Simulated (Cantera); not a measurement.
## Adiabatic ignition

An adiabatic, constant-pressure homogeneous reactor starts with 14.4 % H2, 9.20 % O2, 76.4 % N2, equivalence ratio 0.78, at 1323 K and 3450 Torr.

Model: the H2/O2 subset of GRI-Mech 3.0, which has no nitrogen chemistry, integrated in Cantera. The hydrogen kinetics of GRI-Mech 3.0 are dated; newer H2 mechanisms differ, most at raised pressure.

```csv
t (s),T (K),x H2,x O2,x H,x H2O,x H2O2,x OH
2.00e-6,1323,0.144,0.0920,2.40e-7,3.02e-7,1.16e-9,2.78e-8
6.30e-6,1323,0.143,0.0919,7.03e-5,0.000118,2.96e-7,8.77e-6
1.98e-5,2118,0.0118,0.0241,0.00757,0.131,6.71e-7,0.0105
6.25e-5,2292,0.00265,0.0214,0.000610,0.148,2.80e-7,0.00549
0.000197,2316,0.00114,0.0212,0.000171,0.151,2.19e-7,0.00374
0.000620,2316,0.00111,0.0212,0.000165,0.151,2.18e-7,0.00370
0.00195,2316,0.00111,0.0212,0.000165,0.151,2.18e-7,0.00370
0.00615,2316,0.00111,0.0212,0.000165,0.151,2.18e-7,0.00370
0.0194,2316,0.00111,0.0212,0.000165,0.151,2.18e-7,0.00370
0.0610,2316,0.00111,0.0212,0.000165,0.151,2.18e-7,0.00370
0.192,2316,0.00111,0.0212,0.000165,0.151,2.18e-7,0.00370
0.605,2316,0.00111,0.0212,0.000165,0.151,2.18e-7,0.00370
1.91,2316,0.00111,0.0212,0.000165,0.151,2.18e-7,0.00370
6.00,2316,0.00111,0.0212,0.000165,0.151,2.18e-7,0.00370
```
x: mole fraction; the columns are a selection and need not sum to one.

```
Quantity                                                              Result
---------------------------------  -----------------------------------------
time of steepest temperature rise                                    11.1 µs
temperature at 6.00 s                                                 2316 K
equilibrium temperature                                               2316 K
x(H2) at 6.00 s                      0.00111 (gas-phase equilibrium 0.00111)
x(O2) at 6.00 s                        0.0212 (gas-phase equilibrium 0.0212)
x(H) at 6.00 s                     0.000165 (gas-phase equilibrium 0.000165)
```
